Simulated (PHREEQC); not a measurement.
0.53 g of hydrous ferric oxide (600 m²/g; 0.2 weak and 0.005 strong sites per Fe, Dzombak-Morel constants, diffuse double layer) in 1 kg of water with 0.01 mol/kgw of an inert sodium salt and 0.00018 mol/kgw BaCl2, at 25 °C; the pH is set by adding NaOH or the inert anion's acid. O2 is buffered at 0.21 atm. The system is closed to CO2. Nothing may precipitate in this run.

The numbers come from PHREEQC with the ion-association model, wateq4f.dat.

| pH | Ba sorbed (%) | surface charge σ (C/m²) | surface potential ψ (mV) |
|---|---|---|---|
| 4 | 0.0 | 0.220 | 184 |
| 4.75 | 0.0 | 0.138 | 161 |
| 5.5 | 0.0 | 0.078 | 132 |
| 5.88 | 0.1 | 0.057 | 115 |
| 6.62 | 0.8 | 0.027 | 80 |
| 7.38 | 7.8 | 0.011 | 42 |
| 8.12 | 15.9 | 0.001 | 4 |
| 8.5 | 18.2 | -0.004 | -16 |
| 9.25 | 43.7 | -0.015 | -53 |
| 10 | 90.1 | -0.029 | -83 |
